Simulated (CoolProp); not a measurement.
o-xylene along the isobar 9.96 MPa: Z from the reference equation and from simpler models built on Tc = 357.1 °C, pc = 3.737 MPa, ω = 0.312; each cubic takes its own stable root.

Model: reference Helmholtz-energy equation of state, Zhou 2012, in CoolProp.

```tsv
T (°C)	phase	reference
80.55	liquid	0.4293
90.35	liquid	0.4218
100.15	liquid	0.4148
109.95	liquid	0.4083
119.75	liquid	0.4023
129.55	liquid	0.3966
139.35	liquid	0.3913
149.15	liquid	0.3865
158.95	liquid	0.3819
168.75	liquid	0.3778
178.45	liquid	0.3740
188.25	liquid	0.3705
198.05	liquid	0.3673
```

Task: How far does each simpler model (van der Waals, Redlich-Kwong, Soave-Redlich-Kwong, Peng-Robinson) lie from the reference over these 13 states: mean and median of the absolute difference, and the worst?

Result: 
- van der Waals: mean 65.1 %, median 65.1 %, worst +67.9 % at 80.55 °C and 9.96 MPa
- Redlich-Kwong: mean 15.7 %, median 15.7 %, worst +16.0 % at 198.05 °C and 9.96 MPa
- Soave-Redlich-Kwong: mean 12.1 %, median 11.9 %, worst +12.7 % at 80.55 °C and 9.96 MPa
- Peng-Robinson: mean 0.5 %, median 0.6 %, worst -0.7 % at 178.45 °C and 9.96 MPa
